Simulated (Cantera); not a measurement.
Charge: 1 mol S, 0.31 mol H2, 0.075 mol O2, 0.0065 mol SO2, at 100 Torr.

Method: chemical equilibrium by Gibbs-energy minimisation in Cantera with the NASA 1993 tables (ideal gas, pure condensed phases). Candidate condensed phases: H2O, H2SO4, S; 19 gas species. The numbers say what is thermodynamically allowed, not how fast it happens. All values below are at 1877 °C.

Base state: S2 0.529, H2 0.224, H2O 0.101, SO 0.0371, SH 0.0336, SO2 0.0264, H2S 0.0241, S 0.0158 (mole fractions); condensed: gas only.

Problem. What changes in the equilibrium state with this change: pressure from 100 Torr to 1.80 Torr?

Solution. 
```tsv
species	before	after
S2	0.529	0.415
H2	0.224	0.251
S	0.0158	0.104
H2O	0.101	0.0406
H	0.00547	0.0431
H2S	0.0241	0.00320
SO	0.0371	0.0877
SO2	0.0264	0.0224
SH	0.0336	0.0314
O	5.48e-6	0.000109
S2O	0.00275	0.000771
OH	0.000319	0.000901
```
